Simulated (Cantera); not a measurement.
Charge: 1 mol CCl4, 0.61 mol CH4, equilibrated at 0.00900 Torr.

These are equilibrium values from Cantera (NASA tables, ideal gas, pure condensed phases), not measurements of a reactor. Candidate condensed phases: C, C6H6, C7H8, C8H18; 91 gas species. Rates play no part. All values below are at 2148 K.

Base state: Cl 0.595, H 0.235, HCl 0.132, H2 0.0381, C2H2 (acetylene) 7.30e-5, C3 6.84e-5, C 4.93e-5, C2H 1.34e-5 (mole fractions); condensed: C(graphite).

What changes in the equilibrium state with this change: pressure from 0.00900 Torr to 2.48 Torr?


```tsv
species	before	after
HCl	0.132	0.586
Cl	0.595	0.402
H2	0.0381	0.00597
H	0.235	0.00560
C	4.93e-5	1.79e-7
C3	6.84e-5	2.49e-7
C(graphite), mol	1.61	1.61
```
